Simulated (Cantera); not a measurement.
Input: 1 mol Si, 0.0012 mol O2, 2.2 mol H2, at 1127 °C and 0.320 Pa.

Cantera equilibrium calculation (NASA polynomials, part measured and part estimated; ideal gas, pure solids and liquids). Candidate condensed phases: H2O, Si, SiO2; 18 gas species. Equilibrium is a limit: real reactors are often held back by kinetics, nucleation or transport.

Base state: H2 0.996, H 0.00271, SiO 0.00109, Si 0.000257 (mole fractions); condensed: Si(s).

Task: What changes in the equilibrium state with this change: temperature from 1127 °C to 1677 °C?

Result: 
```
species       before     after
----------  --------  --------
H            0.00271     0.386
H2             0.996     0.362
Si          0.000257     0.251
Si2          1.53e-7   7.77e-5
SiH          2.29e-6  0.000207
SiO          0.00109  0.000606
Si(s), mol     0.997         0
```
